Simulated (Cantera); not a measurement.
A closed system holds: 1 mol CH3F, a varied amount of Si, 0.75 mol H2, at 900 K and 0.000100 bar.

Method: chemical equilibrium by Gibbs-energy minimisation in Cantera with the NASA 1993 tables (ideal gas, pure condensed phases). Candidate condensed phases: C, C6H6, C7H8, C8H18, Si, SiC; 113 gas species. The tables' values for SiF3 are old estimates; treat these amounts as uncertain. Rates play no part.

Question: At 0.25 mol Si, list the 4 most abundant gas species with their mole fractions, and the condensed phases.

Answer: H2 0.900, SiF4 0.0998, HF 0.000189, SiHF3 0.000166. Condensed: C(graphite).
